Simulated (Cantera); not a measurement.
A closed system holds: 1 mol Si₂Cl₆, 30 mol NH₃, equilibrated at 1073 K and 0.200 bar.

Equilibrium computed with Cantera from the NASA thermochemical tables; the gas is ideal and each condensed phase is pure. Candidate condensed phases: NH₄Cl, Si, Si₃N₄; 28 gas species. The feed counts by its element totals alone. The numbers say what is thermodynamically allowed, not how fast it happens.

What is the equilibrium state?


```json
{
  "x(H₂)": "0.681",
  "x(N₂)": "0.222",
  "x(HCl)": "0.0970",
  "x(SiCl₄)": "6.99e-5",
  "x(NH₃)": "1.96e-5",
  "x(SiHCl₃)": "6.02e-6",
  "n(Si₃N₄(s))": "0.665 mol",
  "gas_amount": "61.66 mol",
  "log10 activity of Si(s) (absent)": "-5.41"
}
```
